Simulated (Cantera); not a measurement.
## Equilibrium for carbothermic reduction: Cu2O + CO + N2

Input: 1 mol Cu2O, 8.9 mol CO, 0.16 mol N2, held at 2373 K.

These are equilibrium values from Cantera (NASA tables, ideal gas, pure condensed phases), not measurements of a reactor. Candidate condensed phases: C, Cu, CuO, Cu2O; 27 gas species. The numbers say what is thermodynamically allowed, not how fast it happens.

```tsv
P (Pa)	x CO	x Cu	x CO2	x O	x N2	x O2	x Cu2	n Cu(l)
10	0.734	0.171	0.0268	0.0496	0.0135	0.00438	4.38e-7	0
52	0.726	0.176	0.0585	0.0211	0.0139	0.00411	2.42e-6	0
270	0.718	0.179	0.0808	0.00566	0.0143	0.00154	1.30e-5	0
1400	0.715	0.180	0.0882	0.00120	0.0144	0.000357	6.82e-5	0
7200	0.715	0.180	0.0900	0.000238	0.0144	7.23e-5	0.000349	0
37000	0.716	0.178	0.0904	4.64e-5	0.0145	1.42e-5	0.00175	0
190000	0.835	0.0413	0.106	9.05e-6	0.0169	2.77e-6	0.000486	1.60
1000000	0.865	0.00786	0.109	1.72e-6	0.0175	5.27e-7	9.23e-5	1.93
```
x: gas mole fraction; n: condensed amount in mol.

From 10.0 Pa to 37000 Pa nothing is condensed. From 190000 Pa to 1000000 Pa the condensed part is Cu(l). The main Cu-bearing gas is Cu throughout.
